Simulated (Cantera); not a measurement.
An adiabatic, constant-volume homogeneous reactor starts with C₃H₈ : O₂ : N₂ = 1 : 10.6 : 68.1 (molar parts), equivalence ratio 0.47, at 1625 K and 0.540 bar.

Detailed kinetics in Cantera: GRI-Mech 3.0 (53 species, 325 reactions). GRI-Mech 3.0 was tuned for natural gas; its chemistry of propane as a main component is partial and can be far from experiment.

Task: Predict: time of steepest temperature rise; temperature at 5.00 s; equilibrium temperature; x(O₂) at 5.00 s; x(NO₂) at 5.00 s; x(N₂O) at 5.00 s.

Result: 
```
Item                                                                Result
---------------------------------  ---------------------------------------
time of steepest temperature rise                                  53.5 µs
temperature at 5.00 s                                               2382 K
equilibrium temperature                                             2382 K
x(O₂) at 5.00 s                      0.0633 (gas-phase equilibrium 0.0633)
x(NO₂) at 5.00 s                   5.22e-6 (gas-phase equilibrium 5.22e-6)
x(N₂O) at 5.00 s                   5.37e-7 (gas-phase equilibrium 5.37e-7)
```
